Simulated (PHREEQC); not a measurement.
0.66 g of hydrous ferric oxide (600 m²/g; 0.2 weak and 0.005 strong sites per Fe, Dzombak-Morel constants, diffuse double layer) in 1 kg of water with 0.005 mol/kgw of an inert sodium salt and 4.8e-05 mol PbCl2, at 25 °C; the pH is set by adding NaOH or the inert anion's acid. Oxygen alone is held at its pressure in air (log pO2 = -0.68). CO2 from the air is kept out. Precipitation was switched off in this run.

The series has 13 steps of pH, from 3 to 11.

Computed with PHREEQC (ion-association model, wateq4f.dat).

### Question
Near which pH is half of the Pb sorbed, and on which side is more sorbed?

### Answer
Near pH 4.0, with more sorbed at higher pH.

Complexes and solids missing from the database can't appear. The oxide is taken as insoluble; below pH 4 it would dissolve.
